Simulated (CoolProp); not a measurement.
Vapour pressure (MPa) of water: the reference equation beside estimates from Tc = 373.9 °C, pc = 22.06 MPa, ω = 0.344.

Values from CoolProp's reference Helmholtz-energy equation of state, Wagner 2002.

| T (°C) | reference | Lee-Kesler | Peng-Robinson |
|---|---|---|---|
| 216.35 | 2.162 | 2.197 | 2.178 |
| 223.45 | ___ | ___ | 2.498 |
| 230.45 | 2.820 | 2.873 | ___ |
| 237.55 | 3.205 | 3.268 | ___ |
| 244.65 | 3.629 | 3.701 | ___ |
| 251.65 | ___ | 4.169 | 4.139 |
| 258.75 | 4.598 | 4.688 | 4.658 |
| 265.75 | 5.146 | ___ | 5.217 |
| 272.85 | 5.753 | ___ | 5.835 |

Question: Complete the blanks.

Answer: 
- 223.45, reference: 2.477
- 223.45, Lee-Kesler: 2.520
- 230.45, Peng-Robinson: 2.848
- 237.55, Peng-Robinson: 3.240
- 244.65, Peng-Robinson: 3.672
- 251.65, reference: 4.088
- 265.75, Lee-Kesler: 5.245
- 272.85, Lee-Kesler: 5.858

Absolute difference from the reference over all 9 rows, mean and median: Lee-Kesler 1.9 and 1.9 %, Peng-Robinson 1.1 and 1.2 %.
